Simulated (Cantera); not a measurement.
Feed: 1 mol Si2H6, 0.024 mol Cl2, 43 mol H2, held at 100 Torr.

Equilibrium computed with Cantera from the NASA thermochemical tables; the gas is ideal and each condensed phase is pure. Candidate condensed phases: Si; 19 gas species. The feed counts by its element totals alone. The numbers say what is thermodynamically allowed, not how fast it happens.

**Question.** At 1327 °C, list the 3 most abundant gas species with their mole fractions, and the condensed phases.

**Answer.** H2 0.999, HCl 0.00104, H 0.000149. Condensed: Si(s).
